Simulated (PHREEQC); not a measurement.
NaOH is added in steps, without added water, to 1 kg of water holding 0.014 mol/kgw ZnCl2 and 0.022 mol/kgw H2SO4, at 25 °C. Oxygen is held at 0.21 atm. The system is closed to CO2. Nothing may precipitate in this run.

Base run: PHREEQC, ion-association model, wateq4f.dat. Each further column changes one thing. The table gives Zn+2 (mol/kgw).

| NaOH added (mol) | base | metal-ligand complexes left out | Davies equation for every ion | Debye-Hückel limiting law |
|---|---|---|---|---|
| 0 | 0.0102 | 0.0140 | 0.0103 | 0.0116 |
| 0.01013 | 0.00987 | 0.0140 | 0.0100 | 0.0115 |
| 0.02025 | 0.00949 | 0.0140 | 0.00965 | 0.0113 |
| 0.03037 | 0.00905 | 0.0140 | 0.00924 | 0.0111 |
| 0.0405 | 0.00856 | 0.0140 | 0.00878 | 0.0109 |
| 0.05063 | 0.00577 | 0.0100 | 0.00595 | 0.00767 |
| 0.06075 | 0.00267 | 0.00486 | 0.00276 | 0.00365 |
| 0.07087 | 0.000200 | 0.000371 | 0.000209 | 0.000297 |
| 0.081 | 4.63e-8 | 4.77e-8 | 4.87e-8 | 1.04e-7 |

In at least one series the solution becomes supersaturated in solids that the run did not let form, among them Zn(OH)2-e, Zn4(OH)6SO4, Zn5(OH)8Cl2.
